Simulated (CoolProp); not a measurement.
A Linde-Hampson liquefier for ethylene: isothermal reversible compression at 290 K from 1 atm to 20 MPa, throttling to 1 atm, return gas leaving the recuperator 2 K below the feed. Each further row changes one setting.

Values from CoolProp's reference Helmholtz-energy equation of state, Smukala 2000.

```tsv
case	liquid yield per pass	compression work (kJ/kg of gas)
as stated	0.506	350
high pressure 40 MPa	0.499	395
warm-end temperature 320 K	0.414	418
warm-end gap 7 K	0.500	350
```
